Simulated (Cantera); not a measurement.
Thermodynamics of metals in furnace atmospheres, feed Pb + H2O + N2

A closed system holds: 1 mol Pb, 3.6 mol H2O, 1.6 mol N2, at 1.00 bar.

Equilibrium computed with Cantera from the NASA thermochemical tables; the gas is ideal and each condensed phase is pure. Candidate condensed phases: H2O, Pb, PbO, PbO2, Pb3O4; 27 gas species. Each liquid is taken as pure. Mutual solubility and eutectic melting of coexisting phases are not modelled. Gases not in the tables: (PbO)n polymers. The numbers say what is thermodynamically allowed, not how fast it happens.

From 848 K to 1148 K the condensed part is Pb(l) + PbO(yellow). At 1223 K the condensed part is Pb(l) + PbO(l). From 1298 K to 1673 K the condensed part is Pb(l). At 1748 K nothing is condensed.

```tsv
T (K)	log p H2O	log p N2	log p Pb	log p H2	log p PbO	n Pb(l)	n PbO(yellow)	n PbO(l)
848	-0.16	-0.51	-6.52	-4.26	-9.12	1.000	0.000286	0
923	-0.16	-0.51	-5.60	-4.12	-7.72	1.000	0.000395	0
998	-0.16	-0.51	-4.81	-3.99	-6.55	0.999	0.000525	0
1073	-0.16	-0.51	-4.14	-3.88	-5.54	0.999	0.000666	0
1148	-0.16	-0.51	-3.55	-3.78	-4.66	0.998	0.000748	0
1223	-0.16	-0.51	-3.04	-3.63	-3.96	0.994	0	0.000660
1298	-0.16	-0.51	-2.59	-3.42	-3.42	0.985	0	0
1373	-0.16	-0.52	-2.19	-3.09	-3.09	0.962	0	0
1448	-0.17	-0.52	-1.84	-2.79	-2.79	0.914	0	0
1523	-0.18	-0.53	-1.51	-2.52	-2.52	0.819	0	0
1598	-0.19	-0.54	-1.23	-2.28	-2.29	0.640	0	0
1673	-0.22	-0.57	-0.96	-2.08	-2.08	0.306	0	0
1748	-0.24	-0.59	-0.83	-1.94	-1.94	0	0	0
```
log p: log10 of the partial pressure in bar; n: condensed amount in mol.
